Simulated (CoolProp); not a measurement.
Dry air along the isobar 19.4 MPa: fugacity coefficient from the reference equation and from simpler models built on Tc = 132.5 K, pc = 3.786 MPa, ω = 0.034; each cubic takes its own stable root.

The numbers come from the reference Helmholtz-energy equation of state, Lemmon 2000 in CoolProp. It is a pseudo-pure fit of the blend.

```
T (K)          phase  reference
-----  -------------  ---------
108.9         liquid     0.1023
118.2         liquid     0.1539
127.5         liquid     0.2145
136.8  supercritical     0.2813
146.1  supercritical     0.3515
155.4  supercritical     0.4222
164.7  supercritical     0.4911
174    supercritical     0.5561
183.3  supercritical     0.6161
192.6  supercritical     0.6704
201.9  supercritical     0.7190
211.2  supercritical     0.7621
220.5  supercritical     0.8001
229.8  supercritical     0.8335
239.1  supercritical     0.8629
```

### Question
How far does each simpler model (van der Waals, Redlich-Kwong) lie from the reference over these 15 states: mean and median of the absolute difference, and the worst?

### Answer
- van der Waals: mean 17.0 %, median 7.8 %, worst +79.7 % at 108.9 K and 19.4 MPa
- Redlich-Kwong: mean 1.3 %, median 1.4 %, worst +2.3 % at 136.8 K and 19.4 MPa
